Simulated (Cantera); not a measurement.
## Al2O3 + HCl (oxide etching and cleaning by halides)

Charge: 1 mol Al2O3, 39 mol HCl, held at 0.100 bar.

Equilibrium computed with Cantera from the NASA thermochemical tables; the gas is ideal and each condensed phase is pure. Candidate condensed phases: Al, AlCl3, Al2O3, H2O; 29 gas species. Rates play no part.

```
T (K)  log p HCl  log p H2O  log p AlCl3  log p Cl  log p H2  n Al2O3(s)
-----  ---------  ---------  -----------  --------  --------  ----------
1198       -1.00      -3.93        -4.11     -5.16     -5.25       0.985
1248       -1.00      -3.83        -4.00     -4.89     -5.03       0.981
1298       -1.00      -3.72        -3.90     -4.64     -4.82       0.976
1348       -1.00      -3.63        -3.81     -4.41     -4.62       0.970
1398       -1.00      -3.55        -3.72     -4.20     -4.43       0.963
1448       -1.00      -3.47        -3.64     -4.00     -4.25       0.956
1498       -1.00      -3.40        -3.57     -3.82     -4.08       0.948
1548       -1.00      -3.33        -3.50     -3.65     -3.92       0.939
1598       -1.01      -3.27        -3.44     -3.49     -3.77       0.929
```
log p: log10 of the partial pressure in bar; n: condensed amount in mol.

From 1198 K to 1598 K the condensed part is Al2O3(s). The main Al-bearing gas is AlCl3 throughout. The share of Al in condensed phases is highest at 1198 K (98.5 %) and lowest at 1598 K (92.9 %).
